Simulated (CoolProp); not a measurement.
Properties of acetone along the isotherm 153.65 °C.

Computed with CoolProp (reference Helmholtz-energy equation of state, Lemmon 2006). It is a short technical equation, of lower accuracy than the large ones.

```json
[
 {"p (MPa)": "0.0223", "phase": "gas", "Z": "0.9964", "speed of sound (m/s)": "257.8"},
 {"p (MPa)": "0.0376", "phase": "gas", "Z": "0.9940", "speed of sound (m/s)": "257.3"},
 {"p (MPa)": "0.0634", "phase": "gas", "Z": "0.9898", "speed of sound (m/s)": "256.5"},
 {"p (MPa)": "0.107", "phase": "gas", "Z": "0.9828", "speed of sound (m/s)": "255.0"},
 {"p (MPa)": "0.181", "phase": "gas", "Z": "0.9706", "speed of sound (m/s)": "252.5"},
 {"p (MPa)": "0.305", "phase": "gas", "Z": "0.9496", "speed of sound (m/s)": "248.2"},
 {"p (MPa)": "0.514", "phase": "gas", "Z": "0.9124", "speed of sound (m/s)": "240.5"},
 {"p (MPa)": "0.868", "phase": "gas", "Z": "0.8431", "speed of sound (m/s)": "225.9"},
 {"p (MPa)": "1.46", "phase": "liquid", "Z": "0.03892", "speed of sound (m/s)": "583.6"},
 {"p (MPa)": "2.47", "phase": "liquid", "Z": "0.06539", "speed of sound (m/s)": "601.9"},
 {"p (MPa)": "4.17", "phase": "liquid", "Z": "0.1092", "speed of sound (m/s)": "630.3"},
 {"p (MPa)": "7.04", "phase": "liquid", "Z": "0.1816", "speed of sound (m/s)": "672.8"}
]
```
